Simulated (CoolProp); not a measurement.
The fluid at 391.7 K and 0.81 MPa (stagnation) flows isentropically through a choked orifice. The same conditions are run with several fluids, on thermodynamics alone (safety and materials aside).

Model: reference Helmholtz-energy equation of state of each fluid (trans-2-butene: Lemmon 2005; nitrous oxide: Lemmon 2006; neopentane: Lemmon 2006; R21: Platzer 1990; ethylene: Smukala 2000), in CoolProp. The equations of Platzer and Polt are older, rougher fits.

### Question
Rank trans-2-butene, nitrous oxide, neopentane, R21, ethylene by throat to inlet pressure ratio, highest first.

### Answer
neopentane (0.609), trans-2-butene (0.598), R21 (0.583), ethylene (0.564), nitrous oxide (0.554)

| fluid | mass flux (kg/(m² s)) | throat temperature (K) |
|---|---|---|
| trans-2-butene | 2170 | 373.8 |
| nitrous oxide | 1980 | 347.2 |
| neopentane | 2450 | 378.9 |
| R21 | 3000 | 364.1 |
| ethylene | 1550 | 355.5 |
